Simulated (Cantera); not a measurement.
A perfectly stirred reactor is fed with H2 : O2 : N2 = 1 : 0.667 : 2.51 (molar parts), equivalence ratio 0.75, at 14300 Torr; it is adiabatic with a 325 K inlet, and is followed from long to short residence time, starting on the burning branch (τ in s: 0.038, 0.013, 0.0048, 0.0017, 0.00061, 0.00022, 7.7e-05, 2.8e-05, 9.8e-06).

Detailed kinetics in Cantera: the H2/O2 subset of GRI-Mech 3.0, which has no nitrogen chemistry. The hydrogen kinetics of GRI-Mech 3.0 are dated; newer H2 mechanisms differ, most at raised pressure. The pressure lies above the range GRI-Mech 3.0 was tuned for (to about 10 atm).

One state of this run: T (K) = 2074; x H2 = 0.00555; x O2 = 0.0463; x H2O = 0.262; x H2O2 = 3.27e-6; x O = 0.000839; x H = 0.000749; x OH = 0.00542. x: mole fraction; the columns are a selection and need not sum to one.

Question: Which value of τ (s) does it belong to?
A) 0.013
B) 0.038
C) 0.00061
D) 2.8e-5

Answer: D, 2.8e-5
